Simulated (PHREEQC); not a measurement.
# Metal-bearing waste water: speciation

Make-up at 25 °C: 0.0067 mol/kgw CdCl2, 0.075 mol/kgw NaF and 0.28 mol/kgw NaCl. Closed to the air; pH follows from the charge balance.

The numbers come from PHREEQC with the ion-association model, wateq4f.dat.

Each row changes one thing in this solution. This is a speciation only: nothing precipitates in the calculation.

```
case                                               pH  ionic strength (mol/kgw)  CdCl+ (mol/kgw)  CdCl2 (mol/kgw)  Cd+2 (mol/kgw)  CdCl3- (mol/kgw)  SI of CdOHCl (CdOHCl)  SI of Halite (NaCl)
-----------------------------------------------  ----  ------------------------  ---------------  ---------------  --------------  ----------------  ---------------------  -------------------
as made                                          6.95                     0.354          0.00371          0.00198        0.000522          0.000353                  -1.13                -2.90
temperature from 25 to 60 °C                     6.94                     0.354              ___          0.00200        0.000490          0.000569                  -0.64                -3.00
NaCl replaced by Na2SO4 at the same molality     7.38                     0.724         0.000302          6.48e-6        0.000917           5.20e-8                  -1.77                -4.09
CdCl2 replaced by Cd(NO3)2 at the same molality  6.94                     0.354          0.00376          0.00191        0.000555          0.000325                    ___                  ___
NaF left out                                     6.04                     0.285          0.00373          0.00209        0.000507          0.000372                  -2.03                -2.98
NaCl from 0.28 to 0.42 mol/kgw                   6.96                     0.492          0.00325              ___        0.000317          0.000637                  -1.17                -2.61
NaF from 0.075 to 0.112 mol/kgw                  7.05                     0.388          0.00369          0.00194        0.000526          0.000345                  -1.02                -2.87
```

Task: Complete the blanks.

Result: 
- temperature from 25 to 60 °C, CdCl+ (mol/kgw): 0.00351
- CdCl2 replaced by Cd(NO3)2 at the same molality, SI of CdOHCl (CdOHCl): -1.12
- CdCl2 replaced by Cd(NO3)2 at the same molality, SI of Halite (NaCl): -2.92
- NaCl from 0.28 to 0.42 mol/kgw, CdCl2 (mol/kgw): 0.00242

The ionic strength passes 0.7 mol/kgw, the rough limit of the ion-association models, in NaCl replaced by Na2SO4 at the same molality. Complexes and solids missing from the database can't appear. At this temperature some constants are extrapolated from 25 °C, and those without enthalpy data are left unchanged.
